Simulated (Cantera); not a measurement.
A perfectly stirred reactor is fed with CH4 : CO2 = 1 : 0.49 (molar parts), at 1800000 Pa; it is held at 1625 K, and followed from long to short residence time.

Computed with Cantera and GRI-Mech 3.0 (53 species, 325 reactions). GRI-Mech 3.0 stops at C3 and has no aromatics, soot or wall deposition, so with more carbon than oxygen in the feed, carbon stays in small species such as C2H2 where larger ones or solid carbon would form. The pressure lies above the range GRI-Mech 3.0 was tuned for (to about 10 atm).

Task: What does this change do: CH4 1 to 7.2 parts?

Result: 
| quantity | before | after |
|---|---|---|
| x(CH4) at τ = 0.790 s | 0.189 | 0.350 |
| x(CO2) at τ = 0.790 s | 0.0295 | 0.00165 |
| x(HCO) at τ = 0.790 s | 5.03e-8 | 1.39e-8 |
| x(H2O2) at τ = 0.790 s | <1e-12 | <1e-12 |
| x(H2) at τ = 0.790 s | 0.322 | 0.414 |
| x(CH4) at τ = 63.0 ms | 0.219 | 0.377 |
| x(CO2) at τ = 63.0 ms | 0.0815 | 0.00976 |
| x(HCO) at τ = 63.0 ms | 2.58e-8 | 7.59e-9 |
| x(H2O2) at τ = 63.0 ms | <1e-12 | <1e-12 |
| x(H2) at τ = 63.0 ms | 0.248 | 0.382 |

Task: What does this change do: CH4 1 to 2.2 parts?

Result: 
| quantity | before | after |
|---|---|---|
| x(CH4) at τ = 0.790 s | 0.189 | 0.271 |
| x(CO2) at τ = 0.790 s | 0.0295 | 0.00962 |
| x(HCO) at τ = 0.790 s | 5.03e-8 | 3.41e-8 |
| x(H2O2) at τ = 0.790 s | <1e-12 | <1e-12 |
| x(H2) at τ = 0.790 s | 0.322 | 0.376 |
| x(CH4) at τ = 63.0 ms | 0.219 | 0.301 |
| x(CO2) at τ = 63.0 ms | 0.0815 | 0.0350 |
| x(HCO) at τ = 63.0 ms | 2.58e-8 | 1.83e-8 |
| x(H2O2) at τ = 63.0 ms | <1e-12 | <1e-12 |
| x(H2) at τ = 63.0 ms | 0.248 | 0.321 |

Task: What does this change do: temperature 1625 to 1948 K?

Result: 
```json
[
 {"quantity": "x(CH4) at τ = 0.790 s", "before": "0.189", "after": "0.0392"},
 {"quantity": "x(CO2) at τ = 0.790 s", "before": "0.0295", "after": "0.000463"},
 {"quantity": "x(HCO) at τ = 0.790 s", "before": "5.03e-8", "after": "4.88e-7"},
 {"quantity": "x(H2O2) at τ = 0.790 s", "before": "<1e-12", "after": "<1e-12"},
 {"quantity": "x(H2) at τ = 0.790 s", "before": "0.322", "after": "0.544"},
 {"quantity": "x(CH4) at τ = 63.0 ms", "before": "0.219", "after": "0.0436"},
 {"quantity": "x(CO2) at τ = 63.0 ms", "before": "0.0815", "after": "0.00427"},
 {"quantity": "x(HCO) at τ = 63.0 ms", "before": "2.58e-8", "after": "4.49e-7"},
 {"quantity": "x(H2O2) at τ = 63.0 ms", "before": "<1e-12", "after": "<1e-12"},
 {"quantity": "x(H2) at τ = 63.0 ms", "before": "0.248", "after": "0.519"}
]
```
